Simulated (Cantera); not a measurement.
A Cantera script and what it prints.

```python
import numpy as np
import cantera as ct

gas_names = """
    AL ALCL ALCL2 ALCL3 ALH AL2 AL2CL6 CL CL2 H HCL H2
""".split()
cond_names = """
    AL(cr) AL(L) ALCL3(s) ALCL3(L)
""".split()


# ... load() reads the species with a 1 bar reference pressure and builds the phases ...
atoms = {
    'Al': {'AL': 1},
    'HCl': {'H': 1, 'CL': 1},
    'H2': {'H': 2},
}
top_T = {}  # K; cautious upper limits of use, not melting points


# ... equilibrate(T, P, feed) seeds the gas with the atoms and calls Mixture.equilibrate('TP', solver="vcs", rtol=1e-11, max_steps=5000) ...
results = []
T = 848  # K
P = 900000  # Pa
for m in [0.13, 0.23, 0.43, 0.79, 1.5, 2.7, 5, 9.2]:
    feed = {'Al': 1, 'HCl': 0.093, 'H2': m}  # mol
    mix = equilibrate(T, P, feed)
    results.append((T, P, feed, dict(zip(mix.species_names, mix.species_moles))))

top = {s: max(r[3][s] / sum(r[3][g] for g in gas_names) for r in results) for s in gas_names}
cols = sorted((s for s in top if top[s] > 0.001), key=lambda s: -top[s])[:9]
seen = [c for c in cond_names if any(r[3].get(c, 0) > 1e-12 for r in results)]
print("log10 of partial pressures in bar; condensed amounts in mol")
print(f"{'n(H2)':>10s}" + "".join(f"{s[:9]:>10s}" for s in cols + seen))
for T, P, feed, n in results:
    ng = sum(n[g] for g in gas_names)
    print(f"{feed['H2']:10.4g}" + "".join(f"{np.log10(max(n[s] / ng * P / 1e5, 1e-99)):10.3f}" for s in cols)
          + "".join(f"{n.get(c, 0):10.4g}" for c in seen))
```

Result:

```
log10 of partial pressures in bar; condensed amounts in mol
     n(H2)        H2     ALCL3    AL2CL6    AL(cr)
      0.13     0.903    -0.236    -0.385     0.969
      0.23     0.920    -0.351    -0.615     0.969
      0.43     0.933    -0.502    -0.917     0.969
      0.79     0.941    -0.672    -1.257     0.969
       1.5     0.947    -0.875    -1.661     0.969
       2.7     0.950    -1.079    -2.070     0.969
         5     0.952    -1.310    -2.532    0.9689
       9.2     0.953    -1.552    -3.016    0.9689
```

Cantera equilibrium calculation (NASA polynomials, part measured and part estimated; ideal gas, pure solids and liquids). The tables' values for AlCl2 are old estimates; treat these amounts as uncertain.
